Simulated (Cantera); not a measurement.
Moist CO burnout

A perfectly stirred reactor is fed with CO : O₂ : H₂O : N₂ = 0.0019 : 0.069 : 0.0015 : 1 (molar parts), equivalence ratio 0.014, at 4.93 atm; it is held at 1225 K, and followed from long to short residence time.

Cantera simulation using GRI-Mech 3.0 (53 species, 325 reactions); the numbers are that mechanism's predictions, not measurements.

```json
[
 {"τ (s)": "0.30", "x CO": "0.000245", "x O₂": "0.0636", "x H₂O": "0.00140", "x OH": "1.44e-6", "x H₂O₂": "5.19e-9"},
 {"τ (s)": "0.19", "x CO": "0.000338", "x O₂": "0.0637", "x H₂O": "0.00140", "x OH": "1.53e-6", "x H₂O₂": "7.71e-9"},
 {"τ (s)": "0.12", "x CO": "0.000458", "x O₂": "0.0637", "x H₂O": "0.00140", "x OH": "1.63e-6", "x H₂O₂": "1.11e-8"},
 {"τ (s)": "0.076", "x CO": "0.000604", "x O₂": "0.0638", "x H₂O": "0.00140", "x OH": "1.72e-6", "x H₂O₂": "1.54e-8"},
 {"τ (s)": "0.048", "x CO": "0.000773", "x O₂": "0.0639", "x H₂O": "0.00140", "x OH": "1.81e-6", "x H₂O₂": "2.04e-8"},
 {"τ (s)": "0.031", "x CO": "0.000946", "x O₂": "0.0640", "x H₂O": "0.00140", "x OH": "1.88e-6", "x H₂O₂": "2.55e-8"},
 {"τ (s)": "0.019", "x CO": "0.00114", "x O₂": "0.0640", "x H₂O": "0.00140", "x OH": "1.94e-6", "x H₂O₂": "3.11e-8"},
 {"τ (s)": "0.012", "x CO": "0.00131", "x O₂": "0.0641", "x H₂O": "0.00140", "x OH": "1.96e-6", "x H₂O₂": "3.54e-8"},
 {"τ (s)": "0.0077", "x CO": "0.00144", "x O₂": "0.0642", "x H₂O": "0.00140", "x OH": "1.95e-6", "x H₂O₂": "3.83e-8"},
 {"τ (s)": "0.0049", "x CO": "0.00155", "x O₂": "0.0642", "x H₂O": "0.00140", "x OH": "1.88e-6", "x H₂O₂": "3.95e-8"},
 {"τ (s)": "0.0031", "x CO": "0.00164", "x O₂": "0.0643", "x H₂O": "0.00140", "x OH": "1.75e-6", "x H₂O₂": "3.84e-8"}
]
```
x: mole fraction; the columns are a selection and need not sum to one.
